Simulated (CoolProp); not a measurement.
Acetone along the isobar 2.22 MPa: fugacity coefficient from the reference equation and from simpler models built on Tc = 235.0 °C, pc = 4.692 MPa, ω = 0.307; each cubic takes its own stable root.

Model: reference Helmholtz-energy equation of state, Lemmon 2006, in CoolProp. It is a short technical equation, of lower accuracy than the large ones.

```
T (°C)   phase  reference
------  ------  ---------
61.05   liquid    0.05413
70.25   liquid    0.07178
79.45   liquid    0.09340
88.75   liquid     0.1198
97.95   liquid     0.1507
107.15  liquid     0.1869
116.35  liquid     0.2286
125.55  liquid     0.2760
134.75  liquid     0.3294
143.95  liquid     0.3889
153.15  liquid     0.4543
162.35  liquid     0.5256
171.55  liquid     0.6024
```

Task: How far does each simpler model (van der Waals, Redlich-Kwong, Soave-Redlich-Kwong, Peng-Robinson) lie from the reference over these 13 states: mean and median of the absolute difference, and the worst?

Result: 
- van der Waals: mean 183.0 %, median 148.7 %, worst +444.8 % at 61.05 °C and 2.22 MPa
- Redlich-Kwong: mean 56.3 %, median 52.6 %, worst +100.8 % at 61.05 °C and 2.22 MPa
- Soave-Redlich-Kwong: mean 5.7 %, median 6.2 %, worst +7.2 % at 162.35 °C and 2.22 MPa
- Peng-Robinson: mean 3.6 %, median 3.9 %, worst +4.4 % at 153.15 °C and 2.22 MPa

At some of these states van der Waals gives the other phase, because its saturation line lies elsewhere.
